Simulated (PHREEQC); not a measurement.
Consider water at 25 °C with 0.061 mol Mg(NO3)2 and 0.0047 mol HBr per kg of water. Closed to the air; pH follows from the charge balance.

Computed with PHREEQC (ion-association model, wateq4f.dat).

Precipitation was switched off in this run.

Problem. What pH does the model give?

Solution. pH 2.42.

Species that the database lacks are ignored.
